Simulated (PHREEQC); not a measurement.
Model water analysis in mg/kgw, 25 °C, pH 3.82, pe 9.6:

```csv
constituent,mg/kgw
Na,4800
K,155
Ca,43.5
Mg,387
Cl,879
S(6) as SO4,12700
Fe(3),690
N(5) as NO3,4.98
```

Valence states are taken as typed.

Computed with PHREEQC (ion-association model, phreeqc.dat).

Question: The ionic strength comes out as 0.350 mol/kgw. What activity coefficients do Mg+2, K+, NaSO4-, Fe2(OH)2+4, HSO4- get?

Answer: Mg+2 0.31, K+ 0.67, NaSO4- 0.71, Fe2(OH)2+4 0.0067, HSO4- 0.73.

No solid was allowed to form. Examples of supersaturated solids here: Jarosite-K, Fe(OH)3(a). Others may be too.
